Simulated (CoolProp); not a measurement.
Vapour-liquid equilibrium of carbon dioxide (1) + n-perfluorobutane (2) at -5.45 °C; x and y are mole fractions of (1).

Model: multi-fluid Helmholtz-energy mixture model, Span 1996 and Gao 2022; pair parameters Bell 2016, in CoolProp.

```csv
x,bubble pressure (MPa),y at the bubble point,dew pressure at overall composition x (MPa),liquid density (mol/L)
0.05,0.2524,0.649,0.09284,7.031
0.2,0.8220,0.891,0.1106,7.963
0.35,1.329,0.933,0.1364,9.103
0.5,1.697,0.949,0.1774,10.54
0.65,1.999,0.960,0.2535,12.46
0.8,2.345,0.973,0.4440,15.21
0.95,2.820,0.992,1.731,19.63
```

No azeotrope shows between x = 0.05 and 0.95.

Pair parameters are fitted to limited data, so mixtures are less certain than the pure fluids. The gap from Raoult's law changes sign with composition, which may be real or a fault of the pair parameters; it wasn't checked against measurements.
